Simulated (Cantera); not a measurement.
Cantera run, input and output.

```python
import numpy as np
import cantera as ct

gas = ct.Solution("gri30.yaml")
gas.TPX = 1575, 25000, {'C2H4': 1, 'H2': 3.9, 'H2O': 0.011}
reactor = ct.IdealGasConstPressureReactor(gas, energy="off", clone=False)
net = ct.ReactorNet([reactor])
net.rtol, net.atol = 1e-08, 1e-18
show = ['C2H4', 'H2', 'C2H', 'C2H6', 'CH4', 'CH3', 'C2H2']
times = np.geomspace(1e-05, 200, 12)

steps = ct.SolutionArray(gas, extra=["t"])
rows = []
print(f"{'t/s':>10s}{'T/K':>9s}{'P/Pa':>11s}" + "".join(f"{s:>11s}" for s in show))
for t in times:
    while net.time < t:
        t_next = net.step()
        steps.append(gas.state, t=t_next)
    rows.append([np.interp(t, steps.t, y) for y in (steps.T, steps.P, *steps(*show).X.T)])
    print(f"{t:10.3e}{rows[-1][0]:9.1f}{rows[-1][1]:11.4g}" + "".join(f"{x:11.3e}" for x in rows[-1][2:]))
rate = np.gradient(steps.T, steps.t)
print("integrator steps:", len(steps.t))
if steps.T.max() > steps.T[0] + 200:
    print(f"time of steepest temperature rise: {steps.t[rate.argmax()]:.4e} s")
gas.TPX = 1575, 25000, {'C2H4': 1, 'H2': 3.9, 'H2O': 0.011}
gas.equilibrate("TP")
print(f"equilibrium (TP): T = {gas.T:.1f} K  " + "  ".join(f"{s} {gas[s].X[0]:.3e}" for s in show))
```

Result:

```
       t/s      T/K       P/Pa       C2H4         H2        C2H       C2H6        CH4        CH3       C2H2
 1.000e-05   1575.0    2.5e+04  2.036e-01  7.941e-01  1.501e-14  2.842e-09  1.748e-11  2.074e-11  4.487e-05
 4.610e-05   1575.0    2.5e+04  2.034e-01  7.942e-01  3.260e-13  4.266e-08  1.732e-09  4.428e-10  2.096e-04
 2.125e-04   1575.0    2.5e+04  2.024e-01  7.943e-01  7.593e-12  7.615e-07  1.518e-07  8.490e-09  1.027e-03
 9.799e-04   1575.0    2.5e+04  1.960e-01  7.954e-01  3.006e-10  1.376e-05  1.349e-05  1.720e-07  6.323e-03
 4.518e-03   1575.0    2.5e+04  1.342e-01  8.055e-01  9.985e-09  5.548e-05  5.917e-04  1.524e-06  5.740e-02
 2.083e-02   1575.0    2.5e+04  1.897e-02  8.243e-01  3.449e-08  9.277e-06  2.025e-03  3.327e-06  1.527e-01
 9.602e-02   1575.0    2.5e+04  4.637e-03  8.260e-01  5.013e-08  2.503e-06  3.125e-03  6.665e-06  1.643e-01
 4.427e-01   1575.0    2.5e+04  4.587e-03  8.232e-01  4.850e-08  2.584e-06  7.339e-03  1.520e-05  1.629e-01
 2.041e+00   1575.0    2.5e+04  4.434e-03  8.146e-01  4.437e-08  3.495e-06  2.057e-02  3.998e-05  1.584e-01
 9.410e+00   1575.0    2.5e+04  4.341e-03  8.100e-01  4.226e-08  4.417e-06  2.825e-02  5.330e-05  1.553e-01
 4.338e+01   1575.0    2.5e+04  4.333e-03  8.105e-01  4.214e-08  4.399e-06  2.816e-02  5.313e-05  1.550e-01
 2.000e+02   1575.0    2.5e+04  4.333e-03  8.105e-01  4.214e-08  4.399e-06  2.816e-02  5.312e-05  1.549e-01
integrator steps: 1228
equilibrium (TP): T = 1575.0 K  C2H4 4.333e-03  H2 8.105e-01  C2H 4.214e-08  C2H6 4.399e-06  CH4 2.816e-02  CH3 5.312e-05  C2H2 1.549e-01
```

Model: GRI-Mech 3.0 (53 species, 325 reactions), integrated in Cantera. GRI-Mech 3.0 was tuned for natural gas; its chemistry of ethylene as a main component is partial and can be far from experiment. GRI-Mech 3.0 stops at C3 and has no aromatics, soot or wall deposition, so with more carbon than oxygen in the feed, carbon stays in small species such as C2H2 where larger ones or solid carbon would form.
